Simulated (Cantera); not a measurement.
A perfectly stirred reactor is fed with NH₃ : H₂ = 1 : 0.31 (molar parts), at 100.0 Torr; it is held at 2050 K, and followed from long to short residence time.

Model: the gas-phase N/H chemistry of the illustrative SiF4/NH3 mechanism in the Surface Chemkin manual (1991), integrated in Cantera. Walls and surfaces, which speed up NH3 decomposition in real reactors, are not modelled.

Problem. What does this change do: temperature 2050 to 1775 K?

Solution. 
```csv
quantity,before,after
x(NH₃) at τ = 0.770 s,0.0954,0.575
x(H₂) at τ = 0.770 s,0.714,0.372
x(NH₂) at τ = 0.770 s,0.000344,0.000280
x(H) at τ = 0.770 s,0.000871,6.86e-5
x(N) at τ = 0.770 s,1.34e-6,9.15e-8
x(NH₃) at τ = 13.0 ms,0.681,0.759
x(H₂) at τ = 13.0 ms,0.295,0.239
x(NH₂) at τ = 13.0 ms,0.00127,0.000310
x(H) at τ = 13.0 ms,0.000188,3.71e-5
x(N) at τ = 13.0 ms,9.08e-7,6.33e-8
```

Problem. What does this change do: H2 0.31 to 0.14 parts?

Solution. 
```csv
quantity,before,after
x(NH₃) at τ = 0.770 s,0.0954,0.104
x(H₂) at τ = 0.770 s,0.714,0.689
x(NH₂) at τ = 0.770 s,0.000344,0.000364
x(H) at τ = 0.770 s,0.000871,0.000819
x(N) at τ = 0.770 s,1.34e-6,1.34e-6
x(NH₃) at τ = 13.0 ms,0.681,0.777
x(H₂) at τ = 13.0 ms,0.295,0.195
x(NH₂) at τ = 13.0 ms,0.00127,0.00142
x(H) at τ = 13.0 ms,0.000188,0.000122
x(N) at τ = 13.0 ms,9.08e-7,7.64e-7
```
